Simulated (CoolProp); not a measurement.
Ammonia along the isotherm 459.9 K: Z from the reference equation and from simpler models built on Tc = 405.6 K, pc = 113.6 bar, ω = 0.256; each cubic takes its own stable root.

Computed with CoolProp (reference Helmholtz-energy equation of state, Gao 2020).

```tsv
p (bar)	phase	reference	van der Waals	Soave-Redlich-Kwong	Peng-Robinson
56.8	gas	0.8753	0.8805	0.8849	[?]
114	supercritical	0.7311	0.7265	0.7564	0.7290
170	supercritical	0.5709	0.5211	[?]	0.5924
227	supercritical	0.4397	0.4816	0.5407	[?]
284	supercritical	0.4129	0.5324	0.5360	0.4968
341	supercritical	0.4335	0.5958	0.5649	[?]
398	supercritical	0.4671	0.6624	0.6052	0.5544
455	supercritical	[?]	0.7299	0.6498	[?]
511	supercritical	0.5441	0.7963	0.6955	0.6339
568	supercritical	[?]	0.8636	0.7429	[?]
```

### Question
Some entries are withheld; supply them.

### Answer

- 56.8, Peng-Robinson: 0.8694
- 170, Soave-Redlich-Kwong: 0.6250
- 227, Peng-Robinson: 0.5065
- 341, Peng-Robinson: 0.5199
- 455, reference: 0.5051
- 455, Peng-Robinson: 0.5935
- 568, reference: 0.5846
- 568, Peng-Robinson: 0.6759
